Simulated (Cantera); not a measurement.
A perfectly stirred reactor is fed with 86.2 % NO, 13.8 % N₂, at 2670 Pa; it is held at 1973 K, and followed from long to short residence time.

Detailed kinetics in Cantera: GRI-Mech 3.0 (53 species, 325 reactions). Radical loss at walls, strong at low pressure, is not modelled.

x: mole fraction; the columns are a selection and need not sum to one.

| τ (s) | x NO | x N₂ | x N₂O | x O₂ | x O | x NO₂ |
|---|---|---|---|---|---|---|
| 1.1 | 0.781 | 0.178 | 0.000195 | 0.0398 | ? | 9.63e-5 |
| 0.55 | 0.823 | 0.157 | 0.000227 | 0.0190 | ? | 7.35e-5 |
| 0.27 | 0.844 | 0.147 | 0.000241 | 0.00871 | ? | 5.77e-5 |
| 0.13 | 0.853 | 0.142 | 0.000240 | 0.00383 | ? | 4.77e-5 |
| 0.063 | 0.858 | 0.140 | 0.000225 | 0.00159 | ? | 4.06e-5 |
| 0.031 | 0.860 | 0.139 | 0.000193 | 0.000600 | ? | 3.37e-5 |
| 0.015 | 0.861 | 0.138 | 0.000147 | 0.000179 | ? | 2.44e-5 |
| 0.0073 | 0.862 | 0.138 | 9.62e-5 | 4.21e-5 | ? | 1.38e-5 |
| 0.0036 | 0.862 | 0.138 | 5.63e-5 | 8.95e-6 | ? | 5.91e-6 |
| 0.0017 | 0.862 | 0.138 | 2.93e-5 | 1.79e-6 | ? | 1.90e-6 |

Task: What belongs in the gaps?

Result: 
- 1.1, x O: 0.000854
- 0.55, x O: 0.000697
- 0.27, x O: 0.000594
- 0.13, x O: 0.000519
- 0.063, x O: 0.000448
- 0.031, x O: 0.000360
- 0.015, x O: 0.000248
- 0.0073, x O: 0.000141
- 0.0036, x O: 7.08e-5
- 0.0017, x O: 3.27e-5
